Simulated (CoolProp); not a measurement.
Vapour-liquid equilibrium of R134a (1) + R236FA (2) at -82.55 °C; x and y are mole fractions of (1).

Model: multi-fluid Helmholtz-energy mixture model, Tillner-Roth 1994 and Pan 2012; pair parameters Bell 2016, in CoolProp.

| x | bubble pressure (bar) | y at the bubble point | dew pressure at overall composition x (bar) | liquid density (mol/L) |
|---|---|---|---|---|
| 0.05 | 0.006529 | 0.233 | 0.005494 | 11.19 |
| 0.2 | 0.01023 | 0.587 | 0.006313 | 11.68 |
| 0.35 | 0.01387 | 0.751 | 0.007416 | 12.21 |
| 0.5 | 0.01749 | 0.848 | 0.008983 | 12.78 |
| 0.65 | 0.02111 | 0.911 | 0.01138 | 13.40 |
| 0.8 | 0.02477 | 0.957 | 0.01549 | 14.07 |
| 0.95 | 0.02843 | 0.991 | 0.02414 | 14.79 |

No azeotrope shows between x = 0.05 and 0.95.

Pair parameters are fitted to limited data, so mixtures are less certain than the pure fluids.
